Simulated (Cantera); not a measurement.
A Cantera script and what it prints.

```python
import numpy as np
import cantera as ct

gas_names = [...]  # 116 gases of nasa_gas.yaml made of C, H, K, O
cond_names = """
    C(gr) C6H6(L) C7H8(L) C8H18(L),n-octa H2O(s) H2O(L) K(cr) K(L) KOH(a) KOH(b) KOH(L) KO2(s) K2CO3(s)
    K2CO3(L) K2O(s) K2O2(s)
""".split()


# ... load() reads the species with a 1 bar reference pressure and builds the phases ...
atoms = {
    'KOH': {'K': 1, 'O': 1, 'H': 1},
    'H2': {'H': 2},
    'C': {'C': 1},
}
top_T = {'C(gr)': 4500, 'KO2(s)': 780, 'K2O(s)': 1000, 'K2O2(s)': 760}  # K; cautious upper limits of use, not melting points


# ... equilibrate(T, P, feed) seeds the gas with the atoms and calls Mixture.equilibrate('TP', solver="vcs", rtol=1e-11, max_steps=5000) ...
results = []
feed = {'KOH': 1, 'H2': 0.82, 'C': 1.1}  # mol
T = 1773  # K
P = 7000  # Pa
mix = equilibrate(T, P, feed)
results.append((T, P, feed, dict(zip(mix.species_names, mix.species_moles))))
x = sorted(zip(gas.X, gas.species_names), reverse=True)
print(f"T = {T:g} K  P = {P:g} Pa  gas = {mix.phase_moles(0):.4g} mol")
print("   x: " + "  ".join(f"{s} {v:.3e}" for v, s in x if v > 1e-05))
print("   condensed (mol): " + ("  ".join(f"{mix.phase(i).name} {mix.phase_moles(i):.4g}"
      for i in range(1, mix.n_phases) if mix.phase_moles(i) > 1e-12) or "none"))
```

Result:

```
T = 1773 K  P = 7000 Pa  gas = 3.321 mol
   x: H2 3.970e-01  CO 3.011e-01  K 3.009e-01  H 6.775e-04  KH 1.596e-04  C2H2,acetylene 5.558e-05  K2 3.151e-05
   condensed (mol): C(gr) 0.09961
```

These are equilibrium values from Cantera (NASA tables, ideal gas, pure condensed phases), not measurements of a reactor.
